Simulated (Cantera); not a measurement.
Charge: 1 mol Si3N4, 1.1 mol CO2, 3 mol H2, at 1848 K and 0.00240 Torr.

Equilibrium computed with Cantera from the NASA thermochemical tables; the gas is ideal and each condensed phase is pure. Candidate condensed phases: C, C6H6, C7H8, C8H18, H2O, Si, SiC, SiO2, Si2N2O, Si3N4; 151 gas species. The tables' values for SiN are old estimates; treat these amounts as uncertain. Equilibrium is a limit: real reactors are often held back by kinetics, nucleation or transport.

Base state: H2 0.234, N2 0.204, Si 0.193, H 0.143, SiO 0.113, CO 0.112, Si2C 0.000181, SiH 0.000167 (mole fractions); condensed: gas only.

### Question
What changes in the equilibrium state with this change: pressure from 0.00240 Torr to 4.58 Torr?

### Answer
```
species        before    after
-----------  --------  -------
H2              0.234    0.413
N2              0.204    0.277
SiO             0.113    0.267
Si              0.193  0.00103
H               0.143  0.00436
CO              0.112   0.0374
Si2          0.000132  7.15e-6
SiH2          9.59e-7  1.72e-5
Si2C         0.000181  1.40e-5
Si(l), mol          0    0.232
SiC(s), mol         0    0.829
```
Mutual solubility and eutectic melting of coexisting phases are not modelled. Gases not in the tables: Si2H6 and higher silanes.

### Question
What changes in the equilibrium state with this change: Si3N4 replaced by SiC?

### Answer
```tsv
species	before	after
H2	0.234	0.360
CO	0.112	0.313
H	0.143	0.178
N2	0.204	0
SiO	0.113	0.0164
Si	0.193	0.131
SiN	6.01e-5	0
HCN	3.52e-5	0
SiC2	1.61e-6	0.000183
Si2C	0.000181	0.00108
```

### Question
What changes in the equilibrium state with this change: temperature from 1848 K to 1448 K?

### Answer
| species | before | after |
|---|---|---|
| H2 | 0.234 | 0.414 |
| SiO | 0.113 | 0.284 |
| N2 | 0.204 | 0.277 |
| Si | 0.193 | 0.000501 |
| H | 0.143 | 0.00332 |
| CO | 0.112 | 0.0210 |
| Si2 | 0.000132 | 2.39e-7 |
| Si2C | 0.000181 | 4.99e-7 |
| SiC(s), mol | 0 | 0.948 |
